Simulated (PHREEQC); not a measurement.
A solution holds 0.00195 mol/kgw NaHSO4, 0.19 mol/kgw K2HPO4 and 0.0023 mol/kgw NaCl, at 25 °C. Closed to the air; pH follows from the charge balance.

Computed with PHREEQC (ion-association model, phreeqc.dat).

No solid was allowed to form.

**Question.** Order these S species by the share of S that they hold, largest first: NaSO4-, SO4-2, KSO4-.

**Answer.** SO4-2 (68 %), KSO4- (32 %), NaSO4- (0.28 %)

**Question.** Order these Na species by the share of Na that they hold, largest first: NaSO4-, Na+, NaHPO4-.

**Answer.** Na+ (93 %), NaHPO4- (6.6 %), NaSO4- (0.13 %)

The pH is 8.56 and the ionic strength 0.528 mol/kgw.
